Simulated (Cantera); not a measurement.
A closed system holds: 1 mol Al, 3 mol Cl2, held at 550 °C and 71.0 Pa.

Cantera equilibrium calculation (NASA polynomials, part measured and part estimated; ideal gas, pure solids and liquids). Candidate condensed phases: Al, AlCl3; 8 gas species. Kinetics and transport are ignored.

Base state: Cl2 0.600, AlCl3 0.400, Cl 0.000458, Al2Cl6 0.000230 (mole fractions); condensed: gas only.

Question: What changes in the equilibrium state with this change: pressure from 71.0 Pa to 9.30 Pa?

Answer: 
```json
[
 {"species": "Cl2", "before": "0.600", "after": "0.599"},
 {"species": "AlCl3", "before": "0.400", "after": "0.400"},
 {"species": "Cl", "before": "0.000458", "after": "0.00127"},
 {"species": "Al2Cl6", "before": "0.000230", "after": "3.01e-5"}
]
```

Question: What changes in the equilibrium state with this change: temperature from 550 °C to 1225 °C?

Answer: 
```csv
species,before,after
Cl,0.000458,0.640
AlCl3,0.400,0.272
Cl2,0.600,0.0877
AlCl2,<1e-9,1.75e-5
Al2Cl6,0.000230,6.05e-8
```
The tables' values for AlCl2 are old estimates; treat these amounts as uncertain.
